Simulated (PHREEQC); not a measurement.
Consider water at 20 °C with 0.00115 mol/kgw HF, 0.00105 mol/kgw Na2CO3 and 0.0008 mol/kgw NaCl. Closed to the air; pH follows from the charge balance.

Computed with PHREEQC (ion-association model, wateq4f.dat).

### Question
The ionic strength comes out as 0.00290 mol/kgw. What activity coefficients do Na+, HCO3-, Cl-, CO3-2, F- get?

### Answer
Na+ 0.94, HCO3- 0.94, Cl- 0.94, CO3-2 0.80, F- 0.94.

This is a speciation only: nothing precipitates in the calculation.
